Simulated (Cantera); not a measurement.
# Ignition delay

Mixture: H2 : O2 : N2 = 1 : 0.455 : 1.71 (molar parts), equivalence ratio 1.1, at 1.00 bar, adiabatic and at constant pressure. Ignition delay is the time to a rise of 400 K.

Detailed kinetics in Cantera: GRI-Mech 3.0 (53 species, 325 reactions). Below about 950 K walls govern HO2 and H2O2 in real vessels.

| T0 (K) | delay (ms) |
|---|---|
| 900 | 226 |
| 950 | 8.27 |
| 1000 | 0.315 |
| 1050 | 0.145 |
| 1100 | 0.0905 |
| 1150 | 0.0634 |
| 1200 | 0.0474 |

| Quantity | Result |
|---|---|
| apparent activation energy between 1100 and 1200 K | 71 kJ/mol |
